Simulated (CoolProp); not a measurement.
Computed with CoolProp (reference Helmholtz-energy equation of state, Lemmon 2006). It is a short technical equation, of lower accuracy than the large ones.

Give the vapour pressure (kPa), liquid density (kg/m³), liquid cp (kJ/(kg K)) of saturated C3F8 (R218) at -11.45, -3.05, 9.45 °C.


| T (°C) | p (kPa) | liquid density (kg/m³) | liquid cp (kJ/(kg K)) |
|---|---|---|---|
| -11.45 | 281 | 1510 | 1.04 |
| -3.05 | 375 | 1470 | 1.06 |
| 9.45 | 557 | 1410 | 1.11 |
